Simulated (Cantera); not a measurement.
What does this Cantera script print?

```python
import numpy as np
import cantera as ct

gas_names = """
    N NO NO2 NO3 N2 N2O O O2 O3 Pb PbO Pb2
""".split()
cond_names = """
    Pb(cr) Pb(L) PbO(rd) PbO(yw) PbO(L) PbO2(s) Pb3O4(s)
""".split()


# ... load() reads the species with a 1 bar reference pressure and builds the phases ...
atoms = {
    'PbO': {'Pb': 1, 'O': 1},
    'N2': {'N': 2},
}
top_T = {'Pb3O4(s)': 820}  # K; cautious upper limits of use, not melting points


# ... equilibrate(T, P, feed) seeds the gas with the atoms and calls Mixture.equilibrate('TP', solver="vcs", rtol=1e-11, max_steps=5000) ...
results = []
feed = {'PbO': 1, 'N2': 32}  # mol
T = 598  # K
P = 280000  # Pa
mix = equilibrate(T, P, feed)
results.append((T, P, feed, dict(zip(mix.species_names, mix.species_moles))))
x = sorted(zip(gas.X, gas.species_names), reverse=True)
print(f"T = {T:g} K  P = {P:g} Pa  gas = {mix.phase_moles(0):.4g} mol")
print("   x: " + "  ".join(f"{s} {v:.3e}" for v, s in x if v > 0.0001))
print("   condensed (mol): " + ("  ".join(f"{mix.phase(i).name} {mix.phase_moles(i):.4g}"
      for i in range(1, mix.n_phases) if mix.phase_moles(i) > 1e-12) or "none"))
```

Output:

```
T = 598 K  P = 280000 Pa  gas = 32 mol
   x: N2 1.000e+00
   condensed (mol): PbO(rd) 1
```

These are equilibrium values from Cantera (NASA tables, ideal gas, pure condensed phases), not measurements of a reactor.
